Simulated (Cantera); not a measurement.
A closed system holds: 1 mol SiH4, 250 mol H2, held at 503 Torr.

Method: chemical equilibrium by Gibbs-energy minimisation in Cantera with the NASA 1993 tables (ideal gas, pure condensed phases). Candidate condensed phases: Si; 9 gas species. Gases not in the tables: Si2H6 and higher silanes. Rates play no part.

Which condensed phases are stable at each of these points (T (K)): 1123, 1173, 1223, 1273, 1323, 1373, 1423, 1473, 1523, 1573, 1623, 1673, 1723, 1773?


| T (K) | condensed phases | Si condensed (%) |
|---|---|---|
| 1123 | Si(s) | 100.0 |
| 1173 | Si(s) | 100.0 |
| 1223 | Si(s) | 100.0 |
| 1273 | Si(s) | 100.0 |
| 1323 | Si(s) | 100.0 |
| 1373 | Si(s) | 100.0 |
| 1423 | Si(s) | 100.0 |
| 1473 | Si(s) | 100.0 |
| 1523 | Si(s) | 99.9 |
| 1573 | Si(s) | 99.9 |
| 1623 | Si(s) | 99.8 |
| 1673 | Si(s) | 99.7 |
| 1723 | Si(l) | 99.5 |
| 1773 | Si(l) | 99.2 |

From 1123 K to 1673 K the condensed part is Si(s). From 1723 K to 1773 K the condensed part is Si(l).
